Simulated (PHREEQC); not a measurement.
# Leach liquor

Consider water at 25 °C with 0.37 mol H2SO4, 0.00013 mol CuSO4, 0.031 mol Fe2(SO4)3 and 0.011 mol KOH per kg of water. Closed to the air; pH follows from the charge balance.

Model: ion-association model, phreeqc.dat, run in PHREEQC.

Precipitation was switched off in this run.

Q: Predict the pH, activity of water.

A: pH 0.58; activity of water 0.986.

Q: In which forms is S present?

A: HSO4- 75 %, SO4-2 11 %, FeHSO4+2 7.5 %, FeSO4+ 4.6 %, Fe(SO4)2- 1.8 % of the S.
